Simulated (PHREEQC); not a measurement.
A solution holds 0.00098 mol CaCl2, 0.17 mol Na2SO4 and 0.00013 mol H4SiO4 per kg of water, at 20 °C. Closed to the air; pH follows from the charge balance.

Computed with PHREEQC (ion-association model, phreeqc.dat).

Each row changes one thing in this solution. This is a speciation only: nothing precipitates in the calculation.

```json
[
 {"case": "as made", "pH": "7.05", "ionic strength (mol/kgw)": "0.427", "SO4-2 (mol/kgw)": "0.128", "CaSO4 (mol/kgw)": "0.000531", "Ca+2 (mol/kgw)": "0.000449", "HSO4- (mol/kgw)": "3.00e-7", "SI of Quartz (SiO2)": "+0.22", "SI of Gypsum (CaSO4:2H2O)": "-0.89"},
 {"case": "H4SiO4 replaced by K2SiO3 at the same molality", "pH": "10.19", "ionic strength (mol/kgw)": "0.427", "SO4-2 (mol/kgw)": "0.128", "CaSO4 (mol/kgw)": "0.000531", "Ca+2 (mol/kgw)": "0.000449", "HSO4- (mol/kgw)": "2.19e-10", "SI of Quartz (SiO2)": "-0.40", "SI of Gypsum (CaSO4:2H2O)": "-0.89"},
 {"case": "diluted 100-fold with water", "pH": "7.10", "ionic strength (mol/kgw)": "0.00508", "SO4-2 (mol/kgw)": "0.00168", "CaSO4 (mol/kgw)": "1.34e-6", "Ca+2 (mol/kgw)": "8.46e-6", "HSO4- (mol/kgw)": "9.37e-9", "SI of Quartz (SiO2)": "-1.83", "SI of Gypsum (CaSO4:2H2O)": "-3.52"},
 {"case": "H4SiO4 replaced by Na2SiF6 at the same molality", "pH": "…", "ionic strength (mol/kgw)": "0.427", "SO4-2 (mol/kgw)": "0.127", "CaSO4 (mol/kgw)": "0.000530", "Ca+2 (mol/kgw)": "0.000449", "HSO4- (mol/kgw)": "0.000335", "SI of Quartz (SiO2)": "+0.22", "SI of Gypsum (CaSO4:2H2O)": "-0.89"},
 {"case": "Na2SO4 replaced by H2SO4 at the same molality", "pH": "0.80", "ionic strength (mol/kgw)": "0.227", "SO4-2 (mol/kgw)": "0.0274", "CaSO4 (mol/kgw)": "0.000200", "Ca+2 (mol/kgw)": "0.000508", "HSO4- (mol/kgw)": "0.142", "SI of Quartz (SiO2)": "+0.20", "SI of Gypsum (CaSO4:2H2O)": "-1.34"},
 {"case": "diluted 10-fold with water", "pH": "7.14", "ionic strength (mol/kgw)": "…", "SO4-2 (mol/kgw)": "0.0158", "CaSO4 (mol/kgw)": "…", "Ca+2 (mol/kgw)": "6.13e-5", "HSO4- (mol/kgw)": "5.71e-8", "SI of Quartz (SiO2)": "-0.83", "SI of Gypsum (CaSO4:2H2O)": "-2.08"},
 {"case": "H4SiO4 replaced by H2SiF6 at the same molality", "pH": "…", "ionic strength (mol/kgw)": "0.427", "SO4-2 (mol/kgw)": "0.127", "CaSO4 (mol/kgw)": "0.000530", "Ca+2 (mol/kgw)": "0.000449", "HSO4- (mol/kgw)": "0.000505", "SI of Quartz (SiO2)": "+0.22", "SI of Gypsum (CaSO4:2H2O)": "-0.89"}
]
```

### Question
What belongs in the gaps?

### Answer

- H4SiO4 replaced by Na2SiF6 at the same molality, pH: 4.00
- diluted 10-fold with water, ionic strength (mol/kgw): 0.0488
- diluted 10-fold with water, CaSO4 (mol/kgw): 3.67e-5
- H4SiO4 replaced by H2SiF6 at the same molality, pH: 3.82

Some of these states are supersaturated (in Quartz (slow to form), for instance).
